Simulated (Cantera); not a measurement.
Input: 1 mol N2O, 0.27 mol SO2, held at 0.000770 bar.

Equilibrium computed with Cantera from the NASA thermochemical tables; the gas is ideal and each condensed phase is pure. Candidate condensed phases: S; 17 gas species. The numbers say what is thermodynamically allowed, not how fast it happens.

x: gas mole fraction; nothing condenses.

```tsv
T (K)	x N2	x O2	x SO2	x O	x NO
1098	0.565	0.282	0.151	4.54e-8	?
1173	0.565	0.282	0.152	2.67e-7	?
1248	0.565	0.282	0.152	1.27e-6	?
1323	0.565	0.282	0.152	5.09e-6	?
1398	0.565	0.282	0.152	1.76e-5	?
1473	0.564	0.282	0.152	5.34e-5	?
1548	0.564	0.282	0.152	0.000146	?
1623	0.564	0.281	0.152	0.000363	?
1698	0.563	0.281	0.152	0.000835	?
1773	0.563	0.280	0.152	0.00179	?
1848	0.561	0.278	0.152	0.00360	?
1923	0.560	0.275	0.151	0.00684	?
1998	0.557	0.271	0.150	0.0124	?
2073	0.554	0.265	0.148	0.0213	?
```

Q: Some entries are withheld; supply them.

A: 
- 1098, x NO: 8.19e-5
- 1173, x NO: 0.000155
- 1248, x NO: 0.000273
- 1323, x NO: 0.000450
- 1398, x NO: 0.000703
- 1473, x NO: 0.00105
- 1548, x NO: 0.00151
- 1623, x NO: 0.00209
- 1698, x NO: 0.00281
- 1773, x NO: 0.00369
- 1848, x NO: 0.00473
- 1923, x NO: 0.00593
- 1998, x NO: 0.00728
- 2073, x NO: 0.00876
